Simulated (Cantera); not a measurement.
Charge: 1 mol Ti, 0.46 mol H2O, 43 mol CO, held at 875 °C and 1.00 bar.

These are equilibrium values from Cantera (NASA tables, ideal gas, pure condensed phases), not measurements of a reactor. Candidate condensed phases: C, C6H6, C7H8, C8H18, H2O, Ti, TiC, TiO, TiO2, Ti2O3, Ti3O5, Ti4O7; 113 gas species. Kinetics and transport are ignored.

**Question.** What is the equilibrium state?

**Answer.** 
| Item | Value |
|---|---|
| x(CO) | 0.952 |
| x(CO2) | 0.0369 |
| x(H2) | 0.0109 |
| x(H2O) | 0.000498 |
| x(CH4) | 2.82e-6 |
| n(C(graphite)) | 3.05 mol |
| n(TiO2(rutile)) | 1.00 mol |
| gas amount | 40.41 mol |
| log10 activity of Ti4O7(s) (absent) | -1.90 |
| log10 activity of Ti3O5(s) (absent) | -2.11 |
| log10 activity of Ti2O3(s) (absent) | -2.53 |
